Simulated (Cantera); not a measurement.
An adiabatic, constant-pressure homogeneous reactor starts with 5.78 % C3H8, 19.2 % O2, 72.3 % N2, 2.72 % H2O, equivalence ratio 1.5, at 1375 K and 1000000 Pa.

Cantera simulation using GRI-Mech 3.0 (53 species, 325 reactions); the numbers are that mechanism's predictions, not measurements. GRI-Mech 3.0 was tuned for natural gas; its chemistry of propane as a main component is partial and can be far from experiment.

Predict: time of steepest temperature rise; temperature at 0.700 s; equilibrium temperature; x(O2) at 0.700 s; x(H2O) at 0.700 s; x(HCN) at 0.700 s; x(H2) at 0.700 s; x(H) at 0.700 s.


```json
{
 "time_of_steepest_temperature_rise": "0.103 ms",
 "temperature at 0.700 s": "2759 K",
 "equilibrium_temperature": "2759 K",
 "x(O2) at 0.700 s": "0.000245 (gas-phase equilibrium 0.000245)",
 "x(H2O) at 0.700 s": "0.158 (gas-phase equilibrium 0.158)",
 "x(HCN) at 0.700 s": "1.61e-7 (gas-phase equilibrium 1.61e-7)",
 "x(H2) at 0.700 s": "0.0596 (gas-phase equilibrium 0.0596)",
 "x(H) at 0.700 s": "0.00549 (gas-phase equilibrium 0.00549)"
}
```
